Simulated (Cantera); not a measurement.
Input (Python, Cantera) and output of one run.

```python
import numpy as np
import cantera as ct

gas_names = """
    AL ALCL ALCL2 ALCL3 ALN AL2 AL2CL6 CL CL2 N N2
""".split()
cond_names = """
    AL(cr) AL(L) ALCL3(s) ALCL3(L) ALN(s)
""".split()


# ... load() reads the species with a 1 bar reference pressure and builds the phases ...
atoms = {
    'Al': {'AL': 1},
    'Cl2': {'CL': 2},
    'N2': {'N': 2},
}
top_T = {'ALN(s)': 2750}  # K; cautious upper limits of use, not melting points


# ... equilibrate(T, P, feed) seeds the gas with the atoms and calls Mixture.equilibrate('TP', solver="vcs", rtol=1e-11, max_steps=5000) ...
results = []
T = 775  # K
P = 15000  # Pa
for m in [0.13, 0.31, 0.49, 0.66, 0.84, 1, 1.2, 1.4, 1.5, 1.7]:
    feed = {'Al': 1, 'Cl2': m, 'N2': 1.3}  # mol
    mix = equilibrate(T, P, feed)
    results.append((T, P, feed, dict(zip(mix.species_names, mix.species_moles))))

top = {s: max(r[3][s] / sum(r[3][g] for g in gas_names) for r in results) for s in gas_names}
cols = sorted((s for s in top if top[s] > 0.001), key=lambda s: -top[s])[:9]
seen = [c for c in cond_names if any(r[3].get(c, 0) > 1e-12 for r in results)]
print("log10 of partial pressures in bar; condensed amounts in mol")
print(f"{'n(Cl2)':>10s}" + "".join(f"{s[:9]:>10s}" for s in cols + seen))
for T, P, feed, n in results:
    ng = sum(n[g] for g in gas_names)
    print(f"{feed['Cl2']:10.4g}" + "".join(f"{np.log10(max(n[s] / ng * P / 1e5, 1e-99)):10.3f}" for s in cols)
          + "".join(f"{n.get(c, 0):10.4g}" for c in seen))
```

It prints:

```
log10 of partial pressures in bar; condensed amounts in mol
    n(Cl2)        N2     ALCL3       CL2    AL2CL6    ALN(s)
      0.13    -0.864    -1.911   -15.483    -3.049    0.9133
      0.31    -0.905    -1.648   -15.321    -2.523    0.7933
      0.49    -0.936    -1.535   -15.256    -2.297    0.6733
      0.66    -0.961    -1.472   -15.222    -2.170      0.56
      0.84    -0.982    -1.427   -15.199    -2.080      0.44
         1    -0.998    -1.397   -15.185    -2.021    0.3333
       1.2    -1.016    -1.370   -15.172    -1.966       0.2
       1.4    -1.030    -1.348   -15.163    -1.923   0.06667
       1.5    -1.037    -1.340   -12.230    -1.905         0
       1.7    -1.078    -1.370    -1.891    -1.966         0
```

Equilibrium computed with Cantera from the NASA thermochemical tables; the gas is ideal and each condensed phase is pure.
